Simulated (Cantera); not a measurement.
A Cantera script and its output.

```python
import numpy as np
import cantera as ct

surf = ct.Interface("ptcombust.yaml", "Pt_surf")
gas = surf.adjacent["gas"]
gas.TPX = 725, 200000, {'CO': 0.011, 'O2': 0.11, 'N2': 0.79, 'H2O': 0.049}
surf.TP = 725, 200000
reactor = ct.FlowReactor(gas, clone=False)
reactor.area = 0.0001  # m2
reactor.surface_area_to_volume_ratio = 230  # 1/m
reactor.mass_flow_rate = 0.25 * reactor.area * gas.density  # inlet velocity 0.25 m/s
reactor.energy_enabled = False
wall = ct.ReactorSurface(surf, reactor, clone=False)
net = ct.ReactorNet([reactor])
net.rtol, net.atol = 1e-8, 1e-16
show, cover = ['CO', 'O2', 'H2O', 'CO2'], ['PT(S)', 'H(S)', 'O(S)', 'OH(S)', 'CO(S)', 'C(S)']

rows = []
print(f"{'z/m':>9s}{'u/(m/s)':>9s}" + "".join(f"{s:>13s}" for s in show + cover))
for z in [7.4e-05, 0.00016, 0.00034, 0.00074, 0.0016, 0.0034, 0.0074]:
    net.advance(z)
    rows.append([reactor.speed, *gas[show].X, *surf[cover].coverages])
    print(f"{z:9.4g}{rows[-1][0]:9.3g}" + "".join(f"{x:13.4e}" for x in rows[-1][1:]))
```

Result:

```
      z/m  u/(m/s)           CO           O2          H2O          CO2        PT(S)         H(S)         O(S)        OH(S)        CO(S)         C(S)
  7.4e-05     0.25   1.0867e-02   1.1432e-01   5.1057e-02   5.9484e-04   6.7440e-02   1.1132e-07   4.7033e-02   2.9782e-03   8.8249e-01   6.3387e-13
  0.00016     0.25   1.0080e-02   1.1397e-01   5.1077e-02   1.3864e-03   7.3374e-02   1.1527e-07   5.6518e-02   3.4060e-03   8.6664e-01   5.6360e-13
  0.00034     0.25   7.5326e-03   1.1284e-01   5.1142e-02   3.9484e-03   1.1477e-01   1.3131e-07   1.6689e-01   7.3245e-03   7.1092e-01   2.4490e-13
  0.00074    0.249   5.8759e-03   1.1210e-01   5.1185e-02   5.6146e-03   2.3368e-02   5.0217e-09   9.6405e-01   7.9469e-03   4.6148e-03   5.6035e-17
   0.0016    0.249   5.3313e-03   1.1186e-01   5.1199e-02   6.1624e-03   1.7799e-02   3.3235e-09   9.7281e-01   6.9679e-03   2.4080e-03   2.2070e-17
   0.0034    0.249   4.6821e-03   1.1157e-01   5.1216e-02   6.8153e-03   1.4617e-02   2.4678e-09   9.7762e-01   6.3312e-03   1.4195e-03   1.0632e-17
   0.0074    0.249   3.8336e-03   1.1119e-01   5.1237e-02   7.6687e-03   1.2286e-02   1.8986e-09   9.8107e-01   5.8158e-03   8.1827e-04   5.1332e-18
```

Computed with Cantera and Deutschmann's 1995 Pt surface mechanism with GRI-Mech 3.0 gas chemistry. Catalytic surfaces can have several steady states; this one follows from the mechanism file's or the stated starting coverage. Mass transfer to the wall is taken as infinitely fast.
